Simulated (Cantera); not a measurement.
An adiabatic, constant-volume homogeneous reactor starts with CH4 : C2H6 : C3H8 : O2 : N2 : CO2 = 1 : 0.065 : 0.28 : 9.8 : 36.9 : 2.2 (molar parts), at 1375 K and 290000 Pa. Integrator tolerance rtol = 1e-08.

Model: GRI-Mech 3.0 (53 species, 325 reactions), integrated in Cantera.

```
quantity                                                            before                                      after
---------------------------------  ---------------------------------------  -----------------------------------------
time of steepest temperature rise                                 0.214 ms                                   0.445 ms
temperature at 1.00 s                                               2271 K                                     2358 K
equilibrium temperature                                             2271 K                                     2358 K
x(CH4) at 1.00 s                     <1e-12 (gas-phase equilibrium <1e-12)      <1e-12 (gas-phase equilibrium <1e-12)
x(C2H6) at 1.00 s                    <1e-12 (gas-phase equilibrium <1e-12)      <1e-12 (gas-phase equilibrium <1e-12)
x(C3H8) at 1.00 s                    <1e-12 (gas-phase equilibrium <1e-12)      <1e-12 (gas-phase equilibrium <1e-12)
x(NO) at 1.00 s                      0.0106 (gas-phase equilibrium 0.0106)    0.00476 (gas-phase equilibrium 0.00476)
x(CH2CO) at 1.00 s                   <1e-12 (gas-phase equilibrium <1e-12)      <1e-12 (gas-phase equilibrium <1e-12)
x(H) at 1.00 s                     4.68e-5 (gas-phase equilibrium 4.68e-5)  0.000160 (gas-phase equilibrium 0.000160)
x(HO2) at 1.00 s                   5.64e-6 (gas-phase equilibrium 5.64e-6)    1.66e-6 (gas-phase equilibrium 1.66e-6)
```

Question: Name the change that produced these shifts.
(A) O2 9.8 to 4.3 parts
(B) constant pressure in place of constant volume
(C) pressure from 290000 Pa to 1200000 Pa
(D) CH4 1 to 2.7 parts

Answer: A, O2 9.8 to 4.3 parts
